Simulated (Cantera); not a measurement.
Feed: 1 mol SiCl4, 0.81 mol Cl2, 14 mol H2, at 1500 K and 0.580 bar.

These are equilibrium values from Cantera (NASA tables, ideal gas, pure condensed phases), not measurements of a reactor. Candidate condensed phases: Si; 19 gas species. The tables' values for SiCl3 are old estimates; treat these amounts as uncertain. Equilibrium is a limit: real reactors are often held back by kinetics, nucleation or transport.

### Question
What is the equilibrium state?

### Answer
```json
{
 "x(H2)": "0.763",
 "x(HCl)": "0.176",
 "x(SiCl2)": "0.0295",
 "x(SiCl4)": "0.0137",
 "x(SiCl3)": "0.0113",
 "x(SiHCl3)": "0.00614",
 "x(SiH2Cl2)": "0.000438",
 "x(H)": "2.02e-5",
 "x(SiH3Cl)": "9.18e-6",
 "gas_amount": "16.39 mol",
 "log10 activity of Si(s) (absent)": "-0.65"
}
```
